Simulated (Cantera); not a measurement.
Input (Python, Cantera) and output of one run.

```python
import numpy as np
import cantera as ct

gas_names = """
    B BF BF2 BF3 BN B2 F F2 N NF NF2 NF3 N2
""".split()
cond_names = """
    B(b) B(L) BN(s)
""".split()


def load(file, names, dense=False):
    # The tables refer to 1 bar. Condensed volumes are neglected.
    table = {s.name: s for s in ct.Species.list_from_file(file)}
    out = []
    for n in names:
        d = dict(table[n].input_data)
        d["thermo"] = dict(d["thermo"], **{"reference-pressure": 1e5})
        if dense:
            d["equation-of-state"] = {"model": "constant-volume", "density": "1e6 g/cm^3"}
        out.append(ct.Species.from_dict(d))
    return out


gas = ct.Solution(thermo="ideal-gas", species=load("nasa_gas.yaml", gas_names))
cond = {s.name: ct.Solution(thermo="fixed-stoichiometry", species=[s], name=s.name)
        for s in load("nasa_condensed.yaml", cond_names, dense=True)}
atoms = {
    'BN': {'B': 1, 'N': 1},
    'NF3': {'N': 1, 'F': 3},
}
top_T = {'BN(s)': 3200}  # K; cautious upper limits of use, not melting points


def equilibrate(T, P, feed):
    n = {}
    for name, mol in feed.items():
        for a, k in atoms[name].items():
            n[a] = n.get(a, 0.0) + k * mol
    gas.TPX = T, P, n
    mass = sum(n.values()) * gas.mean_molecular_weight
    gas.equilibrate("TP")
    valid = [c for c in cond.values() if c.min_temp <= T <= top_T.get(c.name, c.max_temp)]
    mix = ct.Mixture([(gas, mass / gas.mean_molecular_weight)] + [(c, 0.0) for c in valid])
    mix.T, mix.P = T, P
    mix.equilibrate("TP", solver="vcs", rtol=1e-11, max_steps=5000)
    return mix


results = []
feed = {'BN': 1, 'NF3': 7.1}  # mol
T = 925  # K
P = 3.7  # Pa
mix = equilibrate(T, P, feed)
results.append((T, P, feed, dict(zip(mix.species_names, mix.species_moles))))
x = sorted(zip(gas.X, gas.species_names), reverse=True)
print(f"T = {T:g} K  P = {P:g} Pa  gas = {mix.phase_moles(0):.4g} mol")
print("   x: " + "  ".join(f"{s} {v:.3e}" for v, s in x if v > 1e-05))
print("   condensed (mol): " + ("  ".join(f"{mix.phase(i).name} {mix.phase_moles(i):.4g}"
      for i in range(1, mix.n_phases) if mix.phase_moles(i) > 1e-12) or "none"))
```

Output:

```
T = 925 K  P = 3.7 Pa  gas = 23.09 mol
   x: F 7.699e-01  N2 1.754e-01  BF3 4.331e-02  F2 1.134e-02
   condensed (mol): none
```

Equilibrium computed with Cantera from the NASA thermochemical tables; the gas is ideal and each condensed phase is pure.
